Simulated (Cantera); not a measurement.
Feed: 1 mol SiCl₄, 1.4 mol N₂O, 0.31 mol H₂, at 1.13 Torr.

Method: chemical equilibrium by Gibbs-energy minimisation in Cantera with the NASA 1993 tables (ideal gas, pure condensed phases). Candidate condensed phases: H₂O, NH₄Cl, Si, SiO₂, Si₂N₂O, Si₃N₄; 47 gas species. The tables' values for SiCl₃, SiO₂ are old estimates; treat these amounts as uncertain. The tables hold silica as quartz up to 1696 K and as liquid above; real silica turns to tridymite and cristobalite and melts near 1996 K. The numbers say what is thermodynamically allowed, not how fast it happens.

x: gas mole fraction; n: condensed amount in mol.

```tsv
T (K)	x Cl	x N₂	x HCl	x SiO	x SiCl₄	x SiCl₃	x Cl₂	x SiCl₂	n SiO₂(β-quartz)	n SiO₂(condensed)
1675	0.470	0.313	0.139	0.000379	0.0620	0.00421	0.0117	0.000593	0.699	0
1725	0.482	0.308	0.136	___	___	0.00813	___	___	0	0.695
1775	0.499	0.296	0.131	0.0109	0.0394	0.0123	0.00475	0.00645	0	0.674
1825	0.525	0.274	0.121	0.0366	0.0184	0.0113	0.00329	0.0106	0	0.606
1875	0.550	0.247	0.110	0.0753	0.00380	0.00440	0.00231	0.00720	0	0.487
1925	0.560	0.236	0.104	0.0953	___	0.000683	___	___	0	0.417
1975	0.562	0.234	0.103	0.0993	1.93e-5	7.80e-5	0.00105	0.000377	0	0.402
```

Q: Some entries are withheld; supply them.

A: 
- 1725, x SiO: 0.00227
- 1725, x SiCl₄: 0.0544
- 1725, x Cl₂: 0.00728
- 1725, x SiCl₂: 0.00227
- 1925, x SiCl₄: 0.000313
- 1925, x Cl₂: 0.00157
- 1925, x SiCl₂: 0.00194
